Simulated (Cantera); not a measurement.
# Thermodynamics of aluminium nitride and oxide growth, feed AlI3 + NH3 + H2

Charge: 1 mol AlI3, 65 mol NH3, 1.1 mol H2, at 1848.15 K and 290 Pa.

These are equilibrium values from Cantera (NASA tables, ideal gas, pure condensed phases), not measurements of a reactor. Candidate condensed phases: Al, AlI3, AlN, I2; 19 gas species. Rates play no part.

```yaml
x(H2): 0.727
x(N2): 0.241
x(I): 0.0154
x(H): 0.00841
x(AlI): 0.00625
x(Al): 0.00115
x(HI): 0.000647
x(AlH): 2.12e-5
gas_amount: 134.8 mol
log10 activity of Al(l) (absent): -2.61
log10 activity of I2(l) (absent): -12.11
```
